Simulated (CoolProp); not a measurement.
Model: reference Helmholtz-energy equation of state, Tillner-Roth 1997, in CoolProp.

Question: Give the vapour pressure (kPa), liquid viscosity (µPa s), liquid conductivity (mW/(m K)) of saturated CH2F2 (R32) at 188.7, 220.6 K.

Answer: 
```csv
T (K),p (kPa),liquid viscosity (µPa s),liquid conductivity (mW/(m K))
188.7,13.6,505,215
220.6,96.8,304,194
```

Viscosity comes from a separate model (Bell 2016), an estimate that may be off by 10 % or more. Thermal conductivity comes from a separate model (Huber 2003), an estimate that may be off by 10 % or more.
